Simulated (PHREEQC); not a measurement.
Leach liquor (model solution)

Solution (20 °C): 0.2 mol H2SO4, 0.0048 mol FeSO4 and 0.00023 mol Fe2(SO4)3 per kg of water. Closed to the air; pH follows from the charge balance.

Model: ion-association model, phreeqc.dat, run in PHREEQC.

No solid was allowed to form.

**Question.** What pH, ionic strength does the model give?

**Answer.** pH 0.75; ionic strength 0.267 mol/kgw.

**Question.** In which forms is S present?

**Answer.** HSO4- 84 %, SO4-2 15 %, FeHSO4+ 0.7 % of the S.
